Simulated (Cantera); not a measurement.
**Stirred combustor or abatement burner**

A perfectly stirred reactor is fed with CH₄ : CO : O₂ : N₂ = 1 : 1.2 : 2.5 : 16.3 (molar parts), equivalence ratio 1.0, at 101000 Pa; it is adiabatic with a 600 K inlet, and is followed from long to short residence time, starting on the burning branch (τ in s: 0.076, 0.021, 0.006, 0.0017, 0.00048, 0.00014, 3.8e-05, 1.1e-05, 3.1e-06).

Detailed kinetics in Cantera: GRI-Mech 3.0 (53 species, 325 reactions).

| τ (s) | T (K) | x CH₄ | x CO | x O₂ | x C₂H | x H | x CH₂ |
|---|---|---|---|---|---|---|---|
| 0.076 | 1964 | 5.54e-6 | 0.0140 | 0.00323 | 5.98e-12 | 0.000590 | 1.63e-7 |
| 0.021 | 1923 | 1.24e-5 | 0.0175 | 0.00532 | 1.58e-11 | 0.00117 | 3.29e-7 |
| 0.0060 | 1867 | 2.87e-5 | 0.0218 | 0.00808 | 3.98e-11 | 0.00229 | 5.89e-7 |
| 0.0017 | 1791 | 7.33e-5 | 0.0272 | 0.0116 | 1.08e-10 | 0.00426 | 1.01e-6 |
| 0.00048 | 1692 | 0.000227 | 0.0346 | 0.0165 | 3.40e-10 | 0.00675 | 1.82e-6 |
| 0.00014 | 600 | 0.0476 | 0.0571 | 0.119 | <1e-12 | <1e-12 | <1e-12 |
| 3.8e-5 | 600 | 0.0476 | 0.0571 | 0.119 | <1e-12 | <1e-12 | <1e-12 |
| 1.1e-5 | 600 | 0.0476 | 0.0571 | 0.119 | <1e-12 | <1e-12 | <1e-12 |
| 3.1e-6 | 600 | 0.0476 | 0.0571 | 0.119 | <1e-12 | <1e-12 | <1e-12 |
x: mole fraction; the columns are a selection and need not sum to one.
